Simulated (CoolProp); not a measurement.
Vapour-liquid equilibrium of p-xylene (1) + n-decane (2) at 198 kPa; x and y are mole fractions of (1).

Model: multi-fluid Helmholtz-energy mixture model, Zhou 2012 and Lemmon 2006; pair parameters Bell 2016, in CoolProp.

Give the bubble temperature and the first vapour's composition at x = 0.35, 0.65, 0.75. Is there an azeotrope?

x = 0.35: 458.9 K, y = 0.537; x = 0.65: 448.2 K, y = 0.800; x = 0.75: 445.2 K, y = 0.866. No azeotrope shows between x = 0.05 and 0.95.

Pair parameters are fitted to limited data, so mixtures are less certain than the pure fluids.
